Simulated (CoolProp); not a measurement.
Vapour-liquid equilibrium of isobutene (1) + n-octane (2) at 0.311 MPa; x and y are mole fractions of (1).

The numbers come from the multi-fluid Helmholtz-energy mixture model, Lemmon 2005 and Beckmüller 2019; pair parameters Bell 2016 in CoolProp.

Give the bubble temperature and the first vapour's composition at x = 0.55, 0.75, 0.85. Is there an azeotrope?

x = 0.55: 322.3 K, y = 0.988; x = 0.75: 309.6 K, y = 0.996; x = 0.85: 304.8 K, y = 0.998. No azeotrope shows between x = 0.05 and 0.95.

Pair parameters are fitted to limited data, so mixtures are less certain than the pure fluids.
